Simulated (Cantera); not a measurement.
Input: 1 mol Si, a varied amount of NF3, 2.6 mol H2, equilibrated at 998.15 K and 1.00 Pa.

Method: chemical equilibrium by Gibbs-energy minimisation in Cantera with the NASA 1993 tables (ideal gas, pure condensed phases). Candidate condensed phases: Si, Si3N4; 37 gas species. Rates play no part.

Task: Which condensed phases are stable at each of these points (n(NF3) (mol)): 0.51, 1.1, 1.6, 2.2, 2.7, 3.3, 3.9, 4.4, 5?

Result: 
| n(NF3) (mol) | condensed phases | Si condensed (%) |
|---|---|---|
| 0.51 | Si(s) + Si3N4(s) | 61.5 |
| 1.1 | Si3N4(s) | 17.6 |
| 1.6 | gas only | 0.0 |
| 2.2 | gas only | 0.0 |
| 2.7 | gas only | 0.0 |
| 3.3 | gas only | 0.0 |
| 3.9 | gas only | 0.0 |
| 4.4 | gas only | 0.0 |
| 5 | gas only | 0.0 |

At 0.51 mol NF3 the condensed part is Si(s) + Si3N4(s). At 1.1 mol NF3 the condensed part is Si3N4(s). From 1.6 mol NF3 to 5 mol NF3 nothing is condensed.
